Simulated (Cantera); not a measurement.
Mixture: CO : H₂ : CH₄ : O₂ : N₂ : H₂O = 1 : 0.15 : 0.3 : 0.618 : 2.33 : 0.93 (molar parts), equivalence ratio 1.9, at 7350 Torr, adiabatic and at constant volume. Ignition delay is the time to a rise of 400 K.

Model: GRI-Mech 3.0 (53 species, 325 reactions), integrated in Cantera.

### Question
Predict: delay at 1375 K; delay at 1450 K; delay at 1525 K; delay at 1600 K; delay at 1675 K; apparent activation energy between 1525 and 1675 K.

### Answer
```
Property                                                Result
--------------------------------------------------  ----------
delay at 1375 K                                       0.147 ms
delay at 1450 K                                        87.9 µs
delay at 1525 K                                        53.7 µs
delay at 1600 K                                        33.3 µs
delay at 1675 K                                        21.0 µs
apparent activation energy between 1525 and 1675 K  130 kJ/mol
```
